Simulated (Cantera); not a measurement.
An isothermal, constant-pressure homogeneous reactor starts with NH3 : N2 = 1 : 0.74 (molar parts), at 1598 K and 15.0 Torr. Integrator tolerance rtol = 1e-08.

Cantera simulation using the gas-phase N/H chemistry of the illustrative SiF4/NH3 mechanism in the Surface Chemkin manual (1991); the numbers are that mechanism's predictions, not measurements. Walls and surfaces, which speed up NH3 decomposition in real reactors, are not modelled.

Q: What does this change do: temperature 1598 to 2125 K?

A: 
```tsv
quantity	before	after
x(NH3) at 1.00 s	0.567 (gas-phase equilibrium 2.52e-7)	0.0339 (gas-phase equilibrium 8.60e-8)
x(H2) at 1.00 s	0.00724 (gas-phase equilibrium 0.547)	0.514 (gas-phase equilibrium 0.533)
x(N2H2) at 1.00 s	1.58e-6 (gas-phase equilibrium <1e-12)	3.47e-7 (gas-phase equilibrium <1e-12)
x(N2) at 1.00 s	0.426 (gas-phase equilibrium 0.452)	0.451 (gas-phase equilibrium 0.448)
x(N2H4) at 1.00 s	1.46e-8 (gas-phase equilibrium <1e-12)	2.42e-10 (gas-phase equilibrium <1e-12)
x(N) at 1.00 s	4.36e-9 (gas-phase equilibrium 3.03e-12)	3.19e-6 (gas-phase equilibrium 2.32e-8)
```

Q: What does this change do: temperature 1598 to 2275 K?

A: 
```json
[
 {"quantity": "x(NH3) at 1.00 s", "before": "0.567 (gas-phase equilibrium 2.52e-7)", "after": "3.91e-5 (gas-phase equilibrium 6.61e-8)"},
 {"quantity": "x(H2) at 1.00 s", "before": "0.00724 (gas-phase equilibrium 0.547)", "after": "0.535 (gas-phase equilibrium 0.514)"},
 {"quantity": "x(N2H2) at 1.00 s", "before": "1.58e-6 (gas-phase equilibrium <1e-12)", "after": "1.83e-10 (gas-phase equilibrium <1e-12)"},
 {"quantity": "x(N2) at 1.00 s", "before": "0.426 (gas-phase equilibrium 0.452)", "after": "0.449 (gas-phase equilibrium 0.443)"},
 {"quantity": "x(N2H4) at 1.00 s", "before": "1.46e-8 (gas-phase equilibrium <1e-12)", "after": "<1e-12 (gas-phase equilibrium <1e-12)"},
 {"quantity": "x(N) at 1.00 s", "before": "4.36e-9 (gas-phase equilibrium 3.03e-12)", "after": "3.38e-6 (gas-phase equilibrium 1.39e-7)"}
]
```
